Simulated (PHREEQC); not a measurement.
Dissolve 0.046 mol H2SeO3, 0.00043 mol NaOH and 0.00024 mol CaCl2 per kg of water at 20 °C. Closed to the air; pH follows from the charge balance.

Equilibrium calculation in PHREEQC: ion-association model, wateq4f.dat.

Question: The ionic strength comes out as 0.00986 mol/kgw. What activity coefficients do HSeO3-, Ca+2, H+, Cl-, Na+ get?

Answer: HSeO3- 0.90, Ca+2 0.67, H+ 0.91, Cl- 0.90, Na+ 0.90.

Precipitation was switched off in this run.
